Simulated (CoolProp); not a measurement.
Properties of decamethyltetrasiloxane (MD2M) at several states (Tc = 326.2 °C, pc = 1144 kPa, ω = 0.635).

The numbers come from the reference Helmholtz-energy equation of state, Thol 2017 in CoolProp.

```csv
T (°C),p (kPa),phase,density (kg/m³)
109.95,1220,liquid,(withheld)
124.05,132,liquid,(withheld)
314.35,2510,liquid,513.6
304.95,3380,liquid,(withheld)
217.25,4410,liquid,664.5
226.85,436,liquid,(withheld)
```

Q: Some entries are withheld; supply them.

A: 
- 109.95, density (kg/m³): 766.0
- 124.05, density (kg/m³): 748.3
- 304.95, density (kg/m³): 545.7
- 226.85, density (kg/m³): 625.5
